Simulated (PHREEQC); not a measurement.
PHREEQC input (ion-association model, wateq4f.dat):

```
SOLUTION_MASTER_SPECIES
  An  An-  0  An  62.0  # stands for a non-complexing anion
SOLUTION_SPECIES
  An- = An-
    -log_k 0
    -gamma 3.0 0
PHASES
  Fix_H+
    H+ = H+
    -log_k 0
SOLUTION 1
  temp 25
  units mmol/kgw
  pH 7 charge
  S(6) 0.00074
  Ag 0.00148
  Na 10
  An 10
END
SELECTED_OUTPUT 1
  -reset false
  -pH true
  -pe true
  -ionic_strength true
  -water true
  -totals Ag Na S S(-2) S(6)
  -molalities Hfo_wOH Hfo_wOH2+ Hfo_wO- Hfo_sOH Hfo_sOH2+ Hfo_sO- Hfo_sOAg Hfo_wOAg Hfo_wSO4- Hfo_wOHSO4-2
  -saturation_indices Ag2O Ag2SO4 Mirabilite
USER_PUNCH 1
  -headings sigma psi
  10 PUNCH EDL("sigma", "Hfo"), EDL("psi", "Hfo")
PRINT
  -reset false
USE solution 1
SURFACE 1
  Hfo_wOH 4.26966e-05 600 0.019
  Hfo_sOH 1.06742e-06
EQUILIBRIUM_PHASES 1
  Fix_H+ -4 HAn 10
    -force_equality true
  O2(g) -0.68 10
END
# ... the last block is repeated for the other 12 points of pH, with NaOH or the acid as the point needs
```

Selected output (columns that matter, 13 of 13 rows; pH added in front):

```
pH	mu	Ag	Na	S	m_Hfo_wOH	m_Hfo_wOH2+	m_Hfo_wO-	m_Hfo_sOH	m_Hfo_sOH2+	m_Hfo_sO-	si_Ag2O	si_Mirabilite	sigma	psi
4	0.010123	1.4799e-06	0.01	4.0929e-09	1.6316e-05	2.5405e-05	2.4006e-07	4.1502e-07	6.4619e-07	6.1061e-09	-16.33	-11.558	0.20869	0.18325
4.5	0.010045	1.4795e-06	0.01	1.2144e-08	2.1874e-05	1.9534e-05	5.6111e-07	5.5609e-07	4.9662e-07	1.4265e-08	-15.33	-11.083	0.15426	0.16795
5	0.010019	1.4783e-06	0.01	4.3871e-08	2.615e-05	1.4791e-05	1.0591e-06	6.6354e-07	3.7532e-07	2.6875e-08	-14.33	-10.524	0.1087	0.15011
5.5	0.010009	1.4741e-06	0.01	1.6341e-07	2.9138e-05	1.1254e-05	1.7283e-06	7.3436e-07	2.8362e-07	4.3558e-08	-13.333	-9.953	0.073688	0.13033
6	0.010006	1.4605e-06	0.01	4.3766e-07	3.1148e-05	8.6876e-06	2.5584e-06	7.7006e-07	2.1478e-07	6.3249e-08	-12.341	-9.525	0.048359	0.10912
6.5	0.010004	1.4205e-06	0.01	6.6413e-07	3.2218e-05	7.0103e-06	3.392e-06	7.624e-07	1.6589e-07	8.0268e-08	-11.365	-9.3439	0.030131	0.085916
7	0.010003	1.3204e-06	0.01	7.2856e-07	3.2609e-05	6.0439e-06	4.0305e-06	6.95e-07	1.2882e-07	8.5902e-08	-10.428	-9.3036	0.01722	0.060459
7.5	0.010002	1.1325e-06	0.01	7.3857e-07	3.2734e-05	5.4572e-06	4.4982e-06	5.5608e-07	9.2705e-08	7.6414e-08	-9.5618	-9.2977	0.0082321	0.033603
8	0.010003	8.9031e-07	0.010002	7.3983e-07	3.2764e-05	5.0412e-06	4.8782e-06	3.7683e-07	5.7981e-08	5.6106e-08	-8.7708	-9.2968	0.0013928	0.006085
8.5	0.010006	6.6459e-07	0.010005	7.3998e-07	3.2738e-05	4.6669e-06	5.261e-06	2.1723e-07	3.0966e-08	3.4909e-08	-8.025	-9.2965	-0.0050629	-0.021531
9	0.010014	4.8561e-07	0.010014	7.4e-07	3.2631e-05	4.2387e-06	5.7549e-06	1.1069e-07	1.4378e-08	1.9521e-08	-7.2981	-9.2958	-0.012877	-0.048721
9.5	0.010039	3.3214e-07	0.010039	7.4e-07	3.2352e-05	3.6862e-06	6.5048e-06	5.5277e-08	6.2982e-09	1.1114e-08	-6.6298	-9.2939	-0.023898	-0.074932
10	0.010116	1.8815e-07	0.010117	7.4e-07	3.1722e-05	2.9852e-06	7.7224e-06	3.1993e-08	3.0107e-09	7.7883e-09	-6.1291	-9.2882	-0.040138	-0.099596
```
